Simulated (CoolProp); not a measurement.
Properties of decamethyltetrasiloxane (MD2M) along the isobar 0.101 MPa.

Model: reference Helmholtz-energy equation of state, Thol 2017, in CoolProp.

```
T (K)   phase  expansivity (1/kK)  fugacity coefficient
-----  ------  ------------------  --------------------
374.1  liquid               1.335                     …
379.8  liquid               1.355               0.06088
385.4  liquid               1.375               0.07654
391.1  liquid               1.397               0.09572
396.8  liquid               1.421                0.1186
402.4  liquid               1.446                0.1453
408.1  liquid               1.473                     …
413.8  liquid               1.502                     …
419.4  liquid               1.533                     …
425.1  liquid               1.567                0.3058
430.8  liquid               1.603                0.3622
```

Task: Some entries are withheld; supply them.

Result: 
- 374.1, fugacity coefficient: 0.04775
- 408.1, fugacity coefficient: 0.1771
- 413.8, fugacity coefficient: 0.2142
- 419.4, fugacity coefficient: 0.2564
